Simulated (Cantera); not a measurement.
What does this Cantera script print?

```python
import numpy as np
import cantera as ct

gas_names = """
    B BCL BCL2 BCL3 BH BH2 BH3 BN B2 CL CL2 H HCL H2 N NH NH2 NH3 N2 N2H2 N2H4
""".split()
cond_names = """
    B(b) B(L) BN(s) NH4CL(a) NH4CL(b)
""".split()


# ... load() reads the species with a 1 bar reference pressure and builds the phases ...
atoms = {
    'BCl3': {'B': 1, 'CL': 3},
    'NH3': {'N': 1, 'H': 3},
    'H2': {'H': 2},
}
top_T = {'BN(s)': 3200}  # K; cautious upper limits of use, not melting points


# ... equilibrate(T, P, feed) seeds the gas with the atoms and calls Mixture.equilibrate('TP', solver="vcs", rtol=1e-11, max_steps=5000) ...
results = []
P = 1333.22  # Pa
for T in [1675, 1725, 1775, 1825, 1875, 1925, 1975, 2025, 2075, 2125, 2175, 2225, 2275]:
    for m in [12, 21, 30, 38, 47, 56, 65, 74, 82, 91, 100, 110, 120]:
        feed = {'BCl3': 1, 'NH3': 2.9, 'H2': m}  # mol
        mix = equilibrate(T, P, feed)
        results.append((T, P, feed, dict(zip(mix.species_names, mix.species_moles))))

for T, P, feed, n in results:
    print(f"{T:7g} {feed['H2']:10.4g}  " + (" + ".join(c for c in cond_names if n.get(c, 0) > 1e-12) or "gas only"))
```

Result:

```
   1675         12  BN(s)
   1675         21  BN(s)
   1675         30  BN(s)
   1675         38  BN(s)
   1675         47  BN(s)
   1675         56  BN(s)
   1675         65  BN(s)
   1675         74  BN(s)
   1675         82  BN(s)
   1675         91  BN(s)
   1675        100  BN(s)
   1675        110  BN(s)
   1675        120  BN(s)
   1725         12  BN(s)
   1725         21  BN(s)
   1725         30  BN(s)
   1725         38  BN(s)
   1725         47  BN(s)
   1725         56  BN(s)
   1725         65  BN(s)
   1725         74  BN(s)
   1725         82  BN(s)
   1725         91  BN(s)
   1725        100  BN(s)
   1725        110  BN(s)
   1725        120  BN(s)
   1775         12  BN(s)
   1775         21  BN(s)
   1775         30  BN(s)
   1775         38  BN(s)
   1775         47  BN(s)
   1775         56  BN(s)
   1775         65  BN(s)
   1775         74  BN(s)
   1775         82  BN(s)
   1775         91  BN(s)
   1775        100  BN(s)
   1775        110  BN(s)
   1775        120  BN(s)
   1825         12  BN(s)
   1825         21  BN(s)
   1825         30  BN(s)
   1825         38  BN(s)
   1825         47  BN(s)
   1825         56  BN(s)
   1825         65  BN(s)
   1825         74  BN(s)
   1825         82  BN(s)
   1825         91  BN(s)
   1825        100  BN(s)
   1825        110  BN(s)
   1825        120  BN(s)
   1875         12  BN(s)
   1875         21  BN(s)
   1875         30  BN(s)
   1875         38  BN(s)
   1875         47  BN(s)
   1875         56  BN(s)
   1875         65  BN(s)
   1875         74  BN(s)
   1875         82  BN(s)
   1875         91  BN(s)
   1875        100  BN(s)
   1875        110  BN(s)
   1875        120  BN(s)
   1925         12  BN(s)
   1925         21  BN(s)
   1925         30  BN(s)
   1925         38  BN(s)
   1925         47  BN(s)
   1925         56  BN(s)
   1925         65  BN(s)
   1925         74  BN(s)
   1925         82  BN(s)
   1925         91  BN(s)
   1925        100  BN(s)
   1925        110  BN(s)
   1925        120  BN(s)
   1975         12  BN(s)
   1975         21  BN(s)
   1975         30  BN(s)
   1975         38  BN(s)
   1975         47  BN(s)
   1975         56  BN(s)
   1975         65  BN(s)
   1975         74  BN(s)
   1975         82  BN(s)
   1975         91  BN(s)
   1975        100  BN(s)
   1975        110  BN(s)
   1975        120  BN(s)
   2025         12  BN(s)
   2025         21  BN(s)
   2025         30  BN(s)
   2025         38  BN(s)
   2025         47  BN(s)
   2025         56  BN(s)
   2025         65  BN(s)
   2025         74  BN(s)
   2025         82  BN(s)
   2025         91  B(b) + BN(s)
   2025        100  B(b) + BN(s)
   2025        110  B(b)
   2025        120  B(b)
   2075         12  BN(s)
   2075         21  BN(s)
   2075         30  BN(s)
   2075         38  BN(s)
   2075         47  B(b) + BN(s)
   2075         56  B(b)
   2075         65  B(b)
   2075         74  B(b)
   2075         82  B(b)
   2075         91  B(b)
   2075        100  B(b)
   2075        110  B(b)
   2075        120  B(b)
   2125         12  BN(s)
   2125         21  B(b)
   2125         30  B(b)
   2125         38  B(b)
   2125         47  B(b)
   2125         56  B(b)
   2125         65  B(b)
   2125         74  B(b)
   2125         82  gas only
   2125         91  gas only
   2125        100  gas only
   2125        110  gas only
   2125        120  gas only
   2175         12  gas only
   2175         21  gas only
   2175         30  gas only
   2175         38  gas only
   2175         47  gas only
   2175         56  gas only
   2175         65  gas only
   2175         74  gas only
   2175         82  gas only
   2175         91  gas only
   2175        100  gas only
   2175        110  gas only
   2175        120  gas only
   2225         12  gas only
   2225         21  gas only
   2225         30  gas only
   2225         38  gas only
   2225         47  gas only
   2225         56  gas only
   2225         65  gas only
   2225         74  gas only
   2225         82  gas only
   2225         91  gas only
   2225        100  gas only
   2225        110  gas only
   2225        120  gas only
   2275         12  gas only
   2275         21  gas only
   2275         30  gas only
   2275         38  gas only
   2275         47  gas only
   2275         56  gas only
   2275         65  gas only
   2275         74  gas only
   2275         82  gas only
   2275         91  gas only
   2275        100  gas only
   2275        110  gas only
   2275        120  gas only
```

These are equilibrium values from Cantera (NASA tables, ideal gas, pure condensed phases), not measurements of a reactor. Mutual solubility and eutectic melting of coexisting phases are not modelled. The tables' values for BCl2 are old estimates.
